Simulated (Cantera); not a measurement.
## Thermodynamics of boron, boron nitride and boron oxide, feed B2H6 + N2

Input: 1 mol B2H6, a varied amount of N2, held at 1723.15 K and 0.210 bar.

These are equilibrium values from Cantera (NASA tables, ideal gas, pure condensed phases), not measurements of a reactor. Candidate condensed phases: B, BN; 15 gas species. The feed counts by its element totals alone. Mutual solubility and eutectic melting of coexisting phases are not modelled. The tables' values for BH2 are old estimates; treat these amounts as uncertain. Kinetics and transport are ignored.

```json
[
 {"n(N2) (mol)": "0.64", "x H2": "1.000", "x N2": "4.60e-6", "x H": "0.000398", "x BH2": "7.33e-5", "x BH3": "7.07e-6", "x NH3": "1.55e-8", "n B(s)": "0.720", "n BN(s)": "1.28"},
 {"n(N2) (mol)": "1.1", "x H2": "0.967", "x N2": "0.0323", "x H": "0.000392", "x BH2": "8.48e-7", "x BH3": "8.04e-8", "x NH3": "1.24e-6", "n B(s)": "0", "n BN(s)": "2.00"},
 {"n(N2) (mol)": "1.6", "x H2": "0.833", "x N2": "0.167", "x H": "0.000364", "x BH2": "3.21e-7", "x BH3": "2.83e-8", "x NH3": "2.25e-6", "n B(s)": "0", "n BN(s)": "2.00"},
 {"n(N2) (mol)": "2.1", "x H2": "0.731", "x N2": "0.268", "x H": "0.000341", "x BH2": "2.22e-7", "x BH3": "1.83e-8", "x NH3": "2.35e-6", "n B(s)": "0", "n BN(s)": "2.00"},
 {"n(N2) (mol)": "2.6", "x H2": "0.652", "x N2": "0.348", "x H": "0.000322", "x BH2": "1.74e-7", "x BH3": "1.35e-8", "x NH3": "2.25e-6", "n B(s)": "0", "n BN(s)": "2.00"},
 {"n(N2) (mol)": "3", "x H2": "0.600", "x N2": "0.400", "x H": "0.000309", "x BH2": "1.49e-7", "x BH3": "1.11e-8", "x NH3": "2.13e-6", "n B(s)": "0", "n BN(s)": "2.00"},
 {"n(N2) (mol)": "3.5", "x H2": "0.545", "x N2": "0.454", "x H": "0.000294", "x BH2": "1.27e-7", "x BH3": "9.06e-9", "x NH3": "1.97e-6", "n B(s)": "0", "n BN(s)": "2.00"}
]
```
x: gas mole fraction; n: condensed amount in mol.

At 0.64 mol N2 the condensed part is B(s) + BN(s). From 1.1 mol N2 to 3.5 mol N2 the condensed part is BN(s).
